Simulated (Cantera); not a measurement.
An isothermal, constant-pressure homogeneous reactor starts with H2 : O2 : N2 = 0.27 : 1 : 0.32 (molar parts), equivalence ratio 0.14, at 975 K and 0.0200 bar.

Model: GRI-Mech 3.0 (53 species, 325 reactions), integrated in Cantera. Radical loss at walls, strong at low pressure, is not modelled. The temperature is held fixed by assumption; the heat of reaction is taken as removed at once.

x: mole fraction; the columns are a selection and need not sum to one.

| t (s) | x H2 | x O2 | x NO | x H2O2 | x HO2 | x H2O | x H |
|---|---|---|---|---|---|---|---|
| 2.00e-6 | 0.170 | 0.629 | <1e-12 | <1e-12 | 1.54e-12 | <1e-12 | 1.53e-12 |
| 7.02e-6 | 0.170 | 0.629 | <1e-12 | <1e-12 | 5.42e-12 | <1e-12 | 5.31e-12 |
| 2.47e-5 | 0.170 | 0.629 | <1e-12 | <1e-12 | 1.90e-11 | <1e-12 | 1.81e-11 |
| 8.66e-5 | 0.170 | 0.629 | <1e-12 | <1e-12 | 6.72e-11 | 1.27e-11 | 6.51e-11 |
| 0.000304 | 0.170 | 0.629 | <1e-12 | <1e-12 | 2.43e-10 | 3.45e-10 | 4.05e-10 |
| 0.00107 | 0.170 | 0.629 | <1e-12 | 1.23e-12 | ___ | 5.71e-8 | 3.88e-8 |
| 0.00375 | 0.0844 | 0.590 | 9.30e-9 | 4.52e-7 | ___ | 0.0632 | 0.0415 |
| 0.0132 | 0.00158 | 0.592 | 2.59e-7 | 6.09e-7 | ___ | 0.182 | 0.00177 |
| 0.0462 | 9.84e-5 | 0.594 | 2.60e-7 | 3.37e-7 | ___ | 0.185 | 1.37e-5 |
| 0.162 | 7.65e-6 | 0.594 | 2.58e-7 | 1.25e-7 | ___ | 0.186 | 3.56e-7 |
| 0.570 | 5.89e-7 | 0.594 | 2.57e-7 | 4.09e-8 | ___ | 0.186 | 1.78e-8 |
| 2.00 | 7.04e-8 | 0.594 | 2.58e-7 | 1.35e-8 | ___ | 0.186 | 1.47e-9 |

What belongs in the gaps?


- 0.00107, x HO2: 2.06e-9
- 0.00375, x HO2: 1.24e-5
- 0.0132, x HO2: 1.56e-5
- 0.0462, x HO2: 3.88e-6
- 0.162, x HO2: 5.77e-7
- 0.570, x HO2: 9.03e-8
- 2.00, x HO2: 1.83e-8
